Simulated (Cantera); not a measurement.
What does this Cantera script print?

```python
import numpy as np
import cantera as ct

gas_names = """
    H HNO HNO2 HNO3 HO2 H2 H2O H2O2 N NH NH2 NH3 NH2OH NO NO2 NO3 N2 N2H2 N2H4 N2O O OH O2 O3 Si SiH
    SiH2 SiH3 SiH4 SiN SiO SiO2 Si2 Si2N Si3
""".split()
cond_names = """
    H2O(s) H2O(L) Si(cr) Si(L) SiO2(Lqz) SiO2(hqz) SiO2(L) Si2N2O(s) Si3N4(a)
""".split()


# ... load() reads the species with a 1 bar reference pressure and builds the phases ...
atoms = {
    'Si3N4': {'Si': 3, 'N': 4},
    'H2O': {'H': 2, 'O': 1},
    'H2': {'H': 2},
}
top_T = {'Si2N2O(s)': 2100, 'Si3N4(a)': 2400}  # K; cautious upper limits of use, not melting points


# ... equilibrate(T, P, feed) seeds the gas with the atoms and calls Mixture.equilibrate('TP', solver="vcs", rtol=1e-11, max_steps=5000) ...
results = []
feed = {'Si3N4': 1, 'H2O': 0.013, 'H2': 7.6}  # mol
P = 4900  # Pa
for T in [973, 1123, 1273, 1423, 1573, 1723, 1873, 2023, 2173]:
    mix = equilibrate(T, P, feed)
    results.append((T, P, feed, dict(zip(mix.species_names, mix.species_moles))))

top = {s: max(r[3][s] / sum(r[3][g] for g in gas_names) for r in results) for s in gas_names}
cols = sorted((s for s in top if top[s] > 1e-06), key=lambda s: -top[s])[:9]
seen = [c for c in cond_names if any(r[3].get(c, 0) > 1e-12 for r in results)]
print("log10 of partial pressures in bar; condensed amounts in mol")
print(f"{'T/K':>10s}" + "".join(f"{s[:9]:>10s}" for s in cols + seen))
for T, P, feed, n in results:
    ng = sum(n[g] for g in gas_names)
    print(f"{T:10.4g}" + "".join(f"{np.log10(max(n[s] / ng * P / 1e5, 1e-99)):10.3f}" for s in cols)
          + "".join(f"{n.get(c, 0):10.4g}" for c in seen))
```

Result:

```
log10 of partial pressures in bar; condensed amounts in mol
       T/K        H2        N2         H        Si       SiO       SiH      SiH2      Si2N       SiN    Si(cr)     Si(L) Si2N2O(s)  Si3N4(a)
       973    -1.310    -4.555    -9.621   -20.915   -16.984   -19.618   -16.203   -26.368   -21.582         0         0     0.013    0.9913
      1123    -1.310    -4.555    -8.026   -15.925   -12.782   -15.175   -12.689   -19.991   -17.162         0         0     0.013    0.9913
      1273    -1.310    -4.555    -6.802   -12.120    -9.586   -11.790   -10.008   -15.135   -13.793         0         0     0.013    0.9913
      1423    -1.310    -4.554    -5.833    -9.126    -7.075    -9.129    -7.898   -11.319   -11.144         0         0   0.01299    0.9913
      1573    -1.312    -3.730    -5.047    -7.260    -5.329    -7.534    -6.747    -8.932    -9.145   0.03667         0   0.01227    0.9793
      1723    -1.332    -2.626    -4.405    -6.007    -4.100    -6.516    -6.103    -7.326    -7.571         0    0.5672         0    0.8065
      1873    -1.413    -1.993    -3.897    -5.055    -4.180    -5.792    -5.722    -6.322    -6.495         0     2.984         0         0
      2023    -1.416    -1.995    -3.429    -4.245    -4.182    -5.145    -5.334    -5.741    -5.850         0     2.972         0         0
      2173    -1.424    -1.999    -3.029    -3.548    -4.186    -4.591    -5.005    -5.245    -5.297         0     2.918         0         0
```

Method: chemical equilibrium by Gibbs-energy minimisation in Cantera with the NASA 1993 tables (ideal gas, pure condensed phases). Mutual solubility and eutectic melting of coexisting phases are not modelled. The tables' values for SiN are old estimates; treat these amounts as uncertain. Gases not in the tables: Si2H6 and higher silanes.
